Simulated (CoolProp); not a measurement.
Model: reference Helmholtz-energy equation of state, Lemmon 2006, in CoolProp. It is a short technical equation, of lower accuracy than the large ones.

For C3F8 (R218), give the phase and the Z, fugacity coefficient at 281 K and 27.3 bar; 440 K and 27.3 bar.


- 281 K and 27.3 bar: liquid; Z 0.153, fugacity coefficient 0.190
- 440 K and 27.3 bar: supercritical; Z 0.855, fugacity coefficient 0.868
